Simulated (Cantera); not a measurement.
An adiabatic, constant-pressure homogeneous reactor starts with C3H8 : O2 : N2 : CO2 = 1 : 3.85 : 14.5 : 0.58 (molar parts), equivalence ratio 1.3, at 1525 K and 0.720 atm. Integrator tolerance rtol = 1e-08.

Cantera simulation using GRI-Mech 3.0 (53 species, 325 reactions); the numbers are that mechanism's predictions, not measurements. GRI-Mech 3.0 was tuned for natural gas; its chemistry of propane as a main component is partial and can be far from experiment.

What does this change do: pressure from 0.720 atm to 1.97 atm?


| quantity | before | after |
|---|---|---|
| time of steepest temperature rise | 86.6 µs | 44.8 µs |
| temperature at 8.00 s | 2730 K | 2801 K |
| equilibrium temperature | 2730 K | 2801 K |
| x(C3H8) at 8.00 s | <1e-12 (gas-phase equilibrium <1e-12) | <1e-12 (gas-phase equilibrium <1e-12) |
| x(O2) at 8.00 s | 0.00719 (gas-phase equilibrium 0.00719) | 0.00549 (gas-phase equilibrium 0.00549) |
| x(CO2) at 8.00 s | 0.0616 (gas-phase equilibrium 0.0616) | 0.0644 (gas-phase equilibrium 0.0644) |
| x(NO) at 8.00 s | 0.00555 (gas-phase equilibrium 0.00555) | 0.00538 (gas-phase equilibrium 0.00538) |
| x(C2H2) at 8.00 s | <1e-12 (gas-phase equilibrium <1e-12) | <1e-12 (gas-phase equilibrium <1e-12) |
| x(CO) at 8.00 s | 0.0960 (gas-phase equilibrium 0.0960) | 0.0940 (gas-phase equilibrium 0.0940) |
| x(C2H) at 8.00 s | <1e-12 (gas-phase equilibrium <1e-12) | <1e-12 (gas-phase equilibrium <1e-12) |
